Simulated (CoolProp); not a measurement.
The numbers come from the reference Helmholtz-energy equation of state, Gao 2020 in CoolProp.

Q: For ammonia, give the phase and the density (kg/m³), expansivity (1/kK), Prandtl number, fugacity coefficient at 1.05 °C and 164 bar; 67.75 °C and 164 bar; 174.55 °C and 164 bar.

A: 
- 1.05 °C and 164 bar: liquid; density 648, expansivity 1.95, Prandtl number 1.42, fugacity coefficient 0.0306
- 67.75 °C and 164 bar: liquid; density 552, expansivity 3.02, Prandtl number 1.21, fugacity coefficient 0.179
- 174.55 °C and 164 bar: supercritical; density 146, expansivity 16.0, Prandtl number 1.80, fugacity coefficient 0.656

Viscosity comes from a separate model (Fenghour 1995). Thermal conductivity comes from a separate model (Tufeu 1984).
